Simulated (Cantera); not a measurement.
# Equilibrium for carbothermic reduction: MgO + C + CO + CH4

Charge: 1 mol MgO, 3 mol C, 1.2 mol CO, 4.2 mol CH4, equilibrated at 560 Pa.

Method: chemical equilibrium by Gibbs-energy minimisation in Cantera with the NASA 1993 tables (ideal gas, pure condensed phases). Candidate condensed phases: C, C6H6, C7H8, C8H18, H2O, Mg, MgCO3, MgO, Mg(OH)2; 116 gas species. The tables' values for MgH are old estimates; treat these amounts as uncertain. Equilibrium is a limit: real reactors are often held back by kinetics, nucleation or transport.

```json
[
 {"T (°C)": "725", "x H2": "0.875", "x H": "2.69e-8", "x CO": "0.125", "x Mg": "1.68e-12", "x C2H2 (acetylene)": "9.45e-10", "x CH4": "0.000418", "x H2O": "0.000249", "x C2H": "<1e-12", "n C(graphite)": "7.20", "n MgO(s)": "1.00"},
 {"T (°C)": "875", "x H2": "0.875", "x H": "8.95e-7", "x CO": "0.125", "x Mg": "3.31e-8", "x C2H2 (acetylene)": "3.25e-8", "x CH4": "0.000102", "x H2O": "2.94e-5", "x C2H": "<1e-12", "n C(graphite)": "7.20", "n MgO(s)": "1.00"},
 {"T (°C)": "1025", "x H2": "0.875", "x H": "1.34e-5", "x CO": "0.125", "x Mg": "6.40e-5", "x C2H2 (acetylene)": "4.88e-7", "x CH4": "3.41e-5", "x H2O": "5.69e-6", "x C2H": "<1e-12", "n C(graphite)": "7.20", "n MgO(s)": "0.999"},
 {"T (°C)": "1175", "x H2": "0.836", "x H": "0.000113", "x CO": "0.142", "x Mg": "0.0221", "x C2H2 (acetylene)": "3.97e-6", "x CH4": "1.31e-5", "x H2O": "1.68e-6", "x C2H": "<1e-12", "n C(graphite)": "6.98", "n MgO(s)": "0.778"},
 {"T (°C)": "1325", "x H2": "0.724", "x H": "0.000605", "x CO": "0.190", "x Mg": "0.0861", "x C2H2 (acetylene)": "1.95e-5", "x CH4": "4.83e-6", "x H2O": "6.80e-7", "x C2H": "5.42e-11", "n C(graphite)": "6.20", "n MgO(s)": "0"},
 {"T (°C)": "1475", "x H2": "0.722", "x H": "0.00259", "x CO": "0.189", "x Mg": "0.0860", "x C2H2 (acetylene)": "8.15e-5", "x CH4": "2.68e-6", "x H2O": "2.85e-7", "x C2H": "2.04e-9", "n C(graphite)": "6.20", "n MgO(s)": "0"},
 {"T (°C)": "1625", "x H2": "0.716", "x H": "0.00884", "x CO": "0.189", "x Mg": "0.0858", "x C2H2 (acetylene)": "0.000269", "x CH4": "1.62e-6", "x H2O": "1.36e-7", "x C2H": "4.32e-8", "n C(graphite)": "6.19", "n MgO(s)": "0"},
 {"T (°C)": "1775", "x H2": "0.702", "x H": "0.0251", "x CO": "0.187", "x Mg": "0.0850", "x C2H2 (acetylene)": "0.000736", "x CH4": "1.03e-6", "x H2O": "7.16e-8", "x C2H": "5.77e-7", "n C(graphite)": "6.18", "n MgO(s)": "0"},
 {"T (°C)": "1925", "x H2": "0.670", "x H": "0.0609", "x CO": "0.184", "x Mg": "0.0835", "x C2H2 (acetylene)": "0.00170", "x CH4": "6.64e-7", "x H2O": "3.96e-8", "x C2H": "5.32e-6", "n C(graphite)": "6.16", "n MgO(s)": "0"},
 {"T (°C)": "2075", "x H2": "0.610", "x H": "0.129", "x CO": "0.177", "x Mg": "0.0806", "x C2H2 (acetylene)": "0.00333", "x CH4": "4.07e-7", "x H2O": "2.20e-8", "x C2H": "3.58e-5", "n C(graphite)": "6.12", "n MgO(s)": "0"},
 {"T (°C)": "2225", "x H2": "0.513", "x H": "0.238", "x CO": "0.167", "x Mg": "0.0758", "x C2H2 (acetylene)": "0.00550", "x CH4": "2.22e-7", "x H2O": "1.17e-8", "x C2H": "0.000183", "n C(graphite)": "6.04", "n MgO(s)": "0"}
]
```
x: gas mole fraction; n: condensed amount in mol.

From 725 °C to 1175 °C the condensed part is C(graphite) + MgO(s). From 1325 °C to 2225 °C the condensed part is C(graphite).
